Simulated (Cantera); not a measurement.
# Gas-phase reforming

An isothermal, constant-pressure homogeneous reactor starts with 9.90 % CH4, 90.1 % H2O, at 1575 K and 100.0 Torr.

Computed with Cantera and GRI-Mech 3.0 (53 species, 325 reactions).

```json
[
 {"t (s)": "0.000100", "x CH4": "0.0990", "x H2O": "0.901", "x H": "1.78e-7", "x OH": "3.21e-7", "x H2O2": "<1e-12", "x C2H6": "1.21e-8", "x H2": "8.31e-6"},
 {"t (s)": "0.000313", "x CH4": "0.0990", "x H2O": "0.901", "x H": "1.84e-7", "x OH": "8.90e-7", "x H2O2": "<1e-12", "x C2H6": "3.42e-7", "x H2": "2.66e-5"},
 {"t (s)": "0.000979", "x CH4": "0.0988", "x H2O": "0.901", "x H": "2.33e-7", "x OH": "2.48e-6", "x H2O2": "<1e-12", "x C2H6": "7.28e-6", "x H2": "9.09e-5"},
 {"t (s)": "0.00306", "x CH4": "0.0983", "x H2O": "0.901", "x H": "5.36e-7", "x OH": "5.72e-6", "x H2O2": "2.94e-12", "x C2H6": "7.09e-5", "x H2": "0.000430"},
 {"t (s)": "0.00959", "x CH4": "0.0956", "x H2O": "0.899", "x H": "2.00e-6", "x OH": "9.58e-6", "x H2O2": "8.23e-12", "x C2H6": "0.000224", "x H2": "0.00310"},
 {"t (s)": "0.0300", "x CH4": "0.0856", "x H2O": "0.891", "x H": "6.26e-6", "x OH": "9.99e-6", "x H2O2": "8.95e-12", "x C2H6": "0.000201", "x H2": "0.0164"},
 {"t (s)": "0.0939", "x CH4": "0.0648", "x H2O": "0.870", "x H": "1.52e-5", "x OH": "9.46e-6", "x H2O2": "8.02e-12", "x C2H6": "0.000104", "x H2": "0.0484"},
 {"t (s)": "0.294", "x CH4": "0.0371", "x H2O": "0.833", "x H": "3.08e-5", "x OH": "9.35e-6", "x H2O2": "7.85e-12", "x C2H6": "3.37e-5", "x H2": "0.0981"},
 {"t (s)": "0.919", "x CH4": "0.0191", "x H2O": "0.772", "x H": "4.89e-5", "x OH": "8.54e-6", "x H2O2": "6.54e-12", "x C2H6": "7.95e-6", "x H2": "0.160"},
 {"t (s)": "2.88", "x CH4": "0.0123", "x H2O": "0.702", "x H": "5.54e-5", "x OH": "6.37e-6", "x H2O2": "3.64e-12", "x C2H6": "2.17e-6", "x H2": "0.221"},
 {"t (s)": "9.00", "x CH4": "0.00534", "x H2O": "0.652", "x H": "5.78e-5", "x OH": "5.16e-6", "x H2O2": "2.40e-12", "x C2H6": "3.09e-7", "x H2": "0.265"}
]
```
x: mole fraction; the columns are a selection and need not sum to one.

Equilibrium at this temperature and pressure: CH4 5.47e-11, H2O 0.633, H 6.11e-5, OH 4.95e-6, H2O2 2.20e-12, C2H6 <1e-12, H2 0.284 (gas phase only).
